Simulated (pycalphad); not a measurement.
Computed with pycalphad from the COST 507 light-alloy database (1999), at 1 atm. No gas phase is included, though pure Mg would boil below 1377 °C. The database dates from 1999; later assessments differ in places, in temperatures and in the compounds included. Not assessed as a whole: an extrapolation from subsystems, which can miss ternary compounds. Diffusion is slow at the low end, where real alloys seldom reach equilibrium.

**Al-0.54Mg-1.4Si-0.37Fe (at.%): equilibrium cooling sequence**

```json
[
 {"T (°C)": "646.8", "phases above": "LIQUID", "phases below": "FCC_A1 + LIQUID"},
 {"T (°C)": "634.1", "phases above": "FCC_A1 + LIQUID", "phases below": "AL13FE4 + FCC_A1 + LIQUID"},
 {"T (°C)": "627.4", "phases above": "AL13FE4 + FCC_A1 + LIQUID", "phases below": "AL13FE4 + ALFESI_ALPHA + FCC_A1 + LIQUID"},
 {"T (°C)": "627.3", "phases above": "AL13FE4 + ALFESI_ALPHA + FCC_A1 + LIQUID", "phases below": "ALFESI_ALPHA + FCC_A1 + LIQUID"},
 {"T (°C)": "613.0", "phases above": "ALFESI_ALPHA + FCC_A1 + LIQUID", "phases below": "ALFESI_ALPHA + ALFESI_BETA + FCC_A1 + LIQUID"},
 {"T (°C)": "612.4", "phases above": "ALFESI_ALPHA + ALFESI_BETA + FCC_A1 + LIQUID", "phases below": "ALFESI_BETA + FCC_A1 + LIQUID"},
 {"T (°C)": "579.3", "phases above": "ALFESI_BETA + FCC_A1 + LIQUID", "phases below": "ALFESI_BETA + FCC_A1"},
 {"T (°C)": "534.8", "phases above": "ALFESI_BETA + FCC_A1", "phases below": "ALFESI_BETA + DIAMOND_A4 + FCC_A1"},
 {"T (°C)": "527.8", "phases above": "ALFESI_BETA + DIAMOND_A4 + FCC_A1", "phases below": "ALFESI_BETA + DIAMOND_A4 + FCC_A1 + MG2SI"}
]
```

Changes were sought between steps of 50 K, so a narrower field can be missed.

Database names, with the compositions (at.%) that they take in these runs: ALFESI_ALPHA: Al 74 Fe 19 Si 7; ALFESI_BETA: Al 70 Si 15 Fe 15; MG2SI: Mg 67 Si 33. FCC_A1 is fcc; DIAMOND_A4 is diamond (Si).
